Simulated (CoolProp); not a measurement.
Vapour-liquid equilibrium of R125 (1) + propane (2) at -4.05 °C; x and y are mole fractions of (1).

Model: multi-fluid Helmholtz-energy mixture model, Lemmon 2005 and Lemmon 2009; pair parameters Bell 2016, in CoolProp.

```tsv
x	bubble pressure, mixture model (MPa)	bubble pressure, Raoult's law (MPa)	y, mixture model	y, Raoult's law
0.05	0.5012	0.4269	0.187	0.069
0.2	0.6427	0.4525	0.419	0.260
0.35	0.7002	0.4780	0.510	0.431
0.5	0.7237	0.5036	0.569	0.585
0.65	0.7284	0.5291	0.630	0.723
0.8	0.7080	0.5547	0.719	0.849
0.95	0.6345	0.5802	0.895	0.964
```

The largest gap from Raoult's law is +46.5 % in bubble pressure, at x = 0.35. y crosses x between x = 0.5 and 0.65: the model has an azeotrope there.

Pair parameters are fitted to limited data, so mixtures are less certain than the pure fluids.
